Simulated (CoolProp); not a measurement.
Model: reference Helmholtz-energy equation of state, Setzmann 1991, in CoolProp.

Problem. Give the vapour pressure (MPa), liquid viscosity (µPa s), vapour viscosity (µPa s) of saturated methane at -99.55 °C.

Solution. 
```json
[
 {"T (°C)": "-99.55", "p (MPa)": "2.65", "liquid viscosity (µPa s)": "36.6", "vapour viscosity (µPa s)": "7.70"}
]
```

Viscosity comes from a separate model (Quiñones-Cisneros 2006).
